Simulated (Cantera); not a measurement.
Charge: 1 mol AlN, 2.2 mol H2O, equilibrated at 2100 K and 10000 Pa.

Method: chemical equilibrium by Gibbs-energy minimisation in Cantera with the NASA 1993 tables (ideal gas, pure condensed phases). Candidate condensed phases: Al, AlN, Al2O3, H2O; 35 gas species. Gases not in the tables: Al(OH)3. Equilibrium is a limit: real reactors are often held back by kinetics, nucleation or transport.

Base state: H2 0.550, H2O 0.258, N2 0.184, H 0.00731, OH 0.000408 (mole fractions); condensed: Al2O3(s).

Q: What changes in the equilibrium state with this change: temperature from 2100 K to 2048 K?

A: 
```csv
species,before,after
H2,0.550,0.552
H2O,0.258,0.258
N2,0.184,0.185
H,0.00731,0.00526
OH,0.000408,0.000268
"Al2O3(s), mol",0.500,0.500
```

Q: What changes in the equilibrium state with this change: AlN replaced by BN?

A: 
| species | before | after |
|---|---|---|
| H2 | 0.550 | 0.457 |
| HBO2 | 0 | 0.210 |
| N2 | 0.184 | 0.156 |
| H2O | 0.258 | 0.116 |
| B2O3 | 0 | 0.0462 |
| HBO | 0 | 0.00638 |
| BO | 0 | 0.00123 |
| Al2O3(s), mol | 0.500 | 0 |
Further candidate phases: B, BN, B2O3, B3O3H3.

Q: What changes in the equilibrium state with this change: temperature from 2100 K to 1548 K?

A: 
```json
[
 {"species": "H2", "before": "0.550", "after": "0.555"},
 {"species": "H2O", "before": "0.258", "after": "0.259"},
 {"species": "N2", "before": "0.184", "after": "0.185"},
 {"species": "H", "before": "0.00731", "after": "7.26e-5"},
 {"species": "OH", "before": "0.000408", "after": "1.13e-6"},
 {"species": "Al2O3(s), mol", "before": "0.500", "after": "0.500"}
]
```
